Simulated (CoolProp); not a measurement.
Vapour-liquid equilibrium of carbon dioxide (1) + hydrogen sulfide (2) at 2.09 MPa; x and y are mole fractions of (1).

The numbers come from the multi-fluid Helmholtz-energy mixture model, Span 1996 and Lemmon 2006; pair parameters Kunz 2012 in CoolProp.

```json
[
 {"x": "0.05", "bubble temperature, mixture model (°C)": "18.4", "bubble temperature, Raoult's law (°C)": "22.2", "y, mixture model": "0.190", "y, Raoult's law": "0.144"},
 {"x": "0.2", "bubble temperature, mixture model (°C)": "2.8", "bubble temperature, Raoult's law (°C)": "11.8", "y, mixture model": "0.508", "y, Raoult's law": "0.450"},
 {"x": "0.35", "bubble temperature, mixture model (°C)": "-5.3", "bubble temperature, Raoult's law (°C)": "3.7", "y, mixture model": "0.649", "y, Raoult's law": "0.643"},
 {"x": "0.5", "bubble temperature, mixture model (°C)": "-9.9", "bubble temperature, Raoult's law (°C)": "-2.8", "y, mixture model": "0.733", "y, Raoult's law": "0.773"},
 {"x": "0.65", "bubble temperature, mixture model (°C)": "-13.1", "bubble temperature, Raoult's law (°C)": "-8.3", "y, mixture model": "0.800", "y, Raoult's law": "0.865"},
 {"x": "0.8", "bubble temperature, mixture model (°C)": "-15.7", "bubble temperature, Raoult's law (°C)": "-12.9", "y, mixture model": "0.871", "y, Raoult's law": "0.934"},
 {"x": "0.95", "bubble temperature, mixture model (°C)": "-17.6", "bubble temperature, Raoult's law (°C)": "-16.8", "y, mixture model": "0.962", "y, Raoult's law": "0.985"}
]
```

The largest gap from Raoult's law is -9.0 K in bubble temperature, at x = 0.35. No azeotrope shows between x = 0.05 and 0.95.

The pair parameters rest on a limited set of measurements; away from them the model extrapolates.
